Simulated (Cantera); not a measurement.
Input (Python, Cantera) and output of one run.

```python
import numpy as np
import cantera as ct

gas_names = [...]  # 113 gases of nasa_gas.yaml made of C, Cu, H, O
cond_names = """
    C(gr) C6H6(L) C7H8(L) C8H18(L),n-octa Cu(cr) Cu(L) CuO(s) CuO2H2(s) Cu2O(s) Cu2O(L) H2O(s) H2O(L)
""".split()


# ... load() reads the species with a 1 bar reference pressure and builds the phases ...
atoms = {
    'Cu': {'Cu': 1},
    'CO2': {'C': 1, 'O': 2},
    'H2': {'H': 2},
}
top_T = {'C(gr)': 4500, 'CuO(s)': 1390}  # K; cautious upper limits of use, not melting points


# ... equilibrate(T, P, feed) seeds the gas with the atoms and calls Mixture.equilibrate('TP', solver="vcs", rtol=1e-11, max_steps=5000) ...
results = []
feed = {'Cu': 1, 'CO2': 0.23, 'H2': 5}  # mol
T = 2023.15  # K
for P in [10, 48, 230, 1100, 5500, 26000, 130000, 620000, 3000000]:
    mix = equilibrate(T, P, feed)
    results.append((T, P, feed, dict(zip(mix.species_names, mix.species_moles))))

top = {s: max(r[3][s] / sum(r[3][g] for g in gas_names) for r in results) for s in gas_names}
cols = sorted((s for s in top if top[s] > 0.001), key=lambda s: -top[s])[:7]
seen = [c for c in cond_names if any(r[3].get(c, 0) > 1e-12 for r in results)]
print("log10 of partial pressures in bar; condensed amounts in mol")
print(f"{'P/Pa':>10s}" + "".join(f"{s[:9]:>10s}" for s in cols + seen))
for T, P, feed, n in results:
    ng = sum(n[g] for g in gas_names)
    print(f"{P:10.4g}" + "".join(f"{np.log10(max(n[s] / ng * P / 1e5, 1e-99)):10.3f}" for s in cols)
          + "".join(f"{n.get(c, 0):10.4g}" for c in seen))
```

Output:

```
log10 of partial pressures in bar; condensed amounts in mol
      P/Pa        H2        Cu         H       H2O        CO     Cu(L)
        10    -4.199    -4.829    -4.820    -5.485    -5.472         0
        48    -3.472    -4.129    -4.457    -4.777    -4.772         0
       230    -2.771    -3.440    -4.107    -4.085    -4.083         0
      1100    -2.082    -2.758    -3.762    -3.400    -3.399         0
      5500    -1.348    -2.274    -3.395    -2.667    -2.667    0.4316
   2.6e+04    -0.635    -2.274    -3.039    -1.956    -1.956    0.8894
   1.3e+05     0.072    -2.274    -2.685    -1.249    -1.249    0.9783
   6.2e+05     0.752    -2.274    -2.345    -0.569    -0.569    0.9955
     3e+06     1.437    -2.274    -2.002     0.116     0.116    0.9991
```

Cantera equilibrium calculation (NASA polynomials, part measured and part estimated; ideal gas, pure solids and liquids).
